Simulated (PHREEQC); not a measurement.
1 kg of water holding 0.0033 mol Na2SO4, 0.2 mol Na2CO3 and 0.11 mol NaHCO3 is evaporated at 30 °C; the solids stay in contact with the brine. The system is closed to CO2. The run lets Burkeite, Mirabilite, Nahcolite, Natron, Thenardite, Trona precipitate or redissolve, and no other solid.

Equilibrium calculation in PHREEQC: Pitzer model, pitzer.dat.

```json
[
 {"water left (kg)": "1", "ionic strength": "0.720", "water activity": "0.988", "Trona (mol)": "0", "Natron (mol)": "0", "Nahcolite (mol)": "0", "S in solution (mol/kgw)": "0.00330", "Na in solution (mol/kgw)": "0.517"},
 {"water left (kg)": "0.6755", "ionic strength": "1.07", "water activity": "0.983", "Trona (mol)": "0", "Natron (mol)": "0", "Nahcolite (mol)": "0", "S in solution (mol/kgw)": "0.00489", "Na in solution (mol/kgw)": "[?]"},
 {"water left (kg)": "0.5552", "ionic strength": "[?]", "water activity": "0.980", "Trona (mol)": "0", "Natron (mol)": "0", "Nahcolite (mol)": "0", "S in solution (mol/kgw)": "0.00594", "Na in solution (mol/kgw)": "0.930"},
 {"water left (kg)": "0.375", "ionic strength": "1.92", "water activity": "0.972", "Trona (mol)": "0", "Natron (mol)": "0", "Nahcolite (mol)": "0", "S in solution (mol/kgw)": "0.00880", "Na in solution (mol/kgw)": "1.38"},
 {"water left (kg)": "0.3082", "ionic strength": "2.34", "water activity": "0.966", "Trona (mol)": "0", "Natron (mol)": "0", "Nahcolite (mol)": "0", "S in solution (mol/kgw)": "0.0107", "Na in solution (mol/kgw)": "1.68"},
 {"water left (kg)": "0.2082", "ionic strength": "3.46", "water activity": "0.952", "Trona (mol)": "0", "Natron (mol)": "0", "Nahcolite (mol)": "0", "S in solution (mol/kgw)": "0.0158", "Na in solution (mol/kgw)": "2.48"},
 {"water left (kg)": "0.1407", "ionic strength": "5.12", "water activity": "0.931", "Trona (mol)": "0", "Natron (mol)": "0", "Nahcolite (mol)": "0", "S in solution (mol/kgw)": "0.0235", "Na in solution (mol/kgw)": "3.67"},
 {"water left (kg)": "0.1156", "ionic strength": "6.09", "water activity": "0.919", "Trona (mol)": "0", "Natron (mol)": "0", "Nahcolite (mol)": "0.0154", "S in solution (mol/kgw)": "0.0285", "Na in solution (mol/kgw)": "[?]"},
 {"water left (kg)": "0.07666", "ionic strength": "[?]", "water activity": "0.905", "Trona (mol)": "[?]", "Natron (mol)": "0", "Nahcolite (mol)": "0.0102", "S in solution (mol/kgw)": "0.0430", "Na in solution (mol/kgw)": "5.05"},
 {"water left (kg)": "0.06181", "ionic strength": "7.39", "water activity": "0.903", "Trona (mol)": "0.0657", "Natron (mol)": "0", "Nahcolite (mol)": "0", "S in solution (mol/kgw)": "0.0534", "Na in solution (mol/kgw)": "5.17"},
 {"water left (kg)": "0.03938", "ionic strength": "8.59", "water activity": "0.887", "Trona (mol)": "0.0927", "Natron (mol)": "0.00350", "Nahcolite (mol)": "0", "S in solution (mol/kgw)": "0.0838", "Na in solution (mol/kgw)": "5.88"},
 {"water left (kg)": "0.02624", "ionic strength": "8.69", "water activity": "[?]", "Trona (mol)": "0.0986", "Natron (mol)": "[?]", "Nahcolite (mol)": "0", "S in solution (mol/kgw)": "0.126", "Na in solution (mol/kgw)": "5.94"},
 {"water left (kg)": "0.006545", "ionic strength": "9.54", "water activity": "0.875", "Trona (mol)": "0.107", "Natron (mol)": "0.0758", "Nahcolite (mol)": "0", "S in solution (mol/kgw)": "0.504", "Na in solution (mol/kgw)": "6.49"}
]
```

**Question.** Some entries are withheld; supply them.

**Answer.** 
- 0.6755, Na in solution (mol/kgw): 0.765
- 0.5552, ionic strength: 1.30
- 0.1156, Na in solution (mol/kgw): 4.33
- 0.07666, ionic strength: 7.19
- 0.07666, Trona (mol): 0.0397
- 0.02624, water activity: 0.886
- 0.02624, Natron (mol): 0.0324

Complexes and solids missing from the database can't appear.
